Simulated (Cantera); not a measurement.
A Cantera script and what it prints.

```python
import numpy as np
import cantera as ct

gas_names = """
    H H2 N NH NH2 NH3 N2 N2H2 N2H4 Si SiH SiH2 SiH3 SiH4 SiN Si2 Si2N Si3
""".split()
cond_names = """
    Si(cr) Si(L) Si3N4(a)
""".split()


# ... load() reads the species with a 1 bar reference pressure and builds the phases ...
atoms = {
    'trisilylamine': {'Si': 3, 'N': 1, 'H': 9},
    'N2': {'N': 2},
    'H2': {'H': 2},
}
top_T = {'Si3N4(a)': 2400}  # K; cautious upper limits of use, not melting points


# ... equilibrate(T, P, feed) seeds the gas with the atoms and calls Mixture.equilibrate('TP', solver="vcs", rtol=1e-11, max_steps=5000) ...
results = []
feed = {'trisilylamine': 1, 'N2': 0.35, 'H2': 35}  # mol
P = 19  # Pa
for T in [948, 1023, 1098, 1173, 1248, 1323, 1398, 1473, 1548, 1623, 1698]:
    mix = equilibrate(T, P, feed)
    results.append((T, P, feed, dict(zip(mix.species_names, mix.species_moles))))

top = {s: max(r[3][s] / sum(r[3][g] for g in gas_names) for r in results) for s in gas_names}
cols = sorted((s for s in top if top[s] > 1e-05), key=lambda s: -top[s])[:8]
seen = [c for c in cond_names if any(r[3].get(c, 0) > 1e-12 for r in results)]
print("log10 of partial pressures in bar; condensed amounts in mol")
print(f"{'T/K':>10s}" + "".join(f"{s[:9]:>10s}" for s in cols + seen))
for T, P, feed, n in results:
    ng = sum(n[g] for g in gas_names)
    print(f"{T:10.4g}" + "".join(f"{np.log10(max(n[s] / ng * P / 1e5, 1e-99)):10.3f}" for s in cols)
          + "".join(f"{n.get(c, 0):10.4g}" for c in seen))
```

It prints:

```
log10 of partial pressures in bar; condensed amounts in mol
       T/K        H2        N2         H        Si       SiH       Si2      SiH2    Si(cr)     Si(L)  Si3N4(a)
       948    -3.721   -11.856   -11.141   -17.035   -16.834   -22.669   -14.442     1.725         0     0.425
      1023    -3.721   -10.349   -10.244   -15.225   -15.333   -20.310   -13.466     1.725         0     0.425
      1098    -3.721    -9.049    -9.467   -13.665   -14.040   -18.276   -12.623     1.725         0    0.4249
      1173    -3.721    -7.917    -8.789   -12.305   -12.913   -16.504   -11.888     1.729         0    0.4237
      1248    -3.722    -6.924    -8.191   -11.110   -11.923   -14.948   -11.242     1.762         0    0.4126
      1323    -3.723    -6.044    -7.661   -10.052   -11.048   -13.570   -10.671     2.008         0    0.3307
      1398    -3.731    -5.398    -7.190    -9.108   -10.271   -12.341   -10.168         3         0         0
      1473    -3.731    -5.398    -6.763    -8.262    -9.571   -11.240    -9.709     2.999         0         0
      1548    -3.732    -5.398    -6.377    -7.498    -8.941   -10.247    -9.296     2.993         0         0
      1623    -3.733    -5.399    -6.027    -6.806    -8.370    -9.348    -8.922     2.965         0         0
      1698    -3.737    -5.402    -5.708    -6.183    -7.859    -8.544    -8.592         0     2.853         0
```

Cantera equilibrium calculation (NASA polynomials, part measured and part estimated; ideal gas, pure solids and liquids). The feed counts by its element totals alone. Mutual solubility and eutectic melting of coexisting phases are not modelled. Gases not in the tables: Si2H6 and higher silanes.
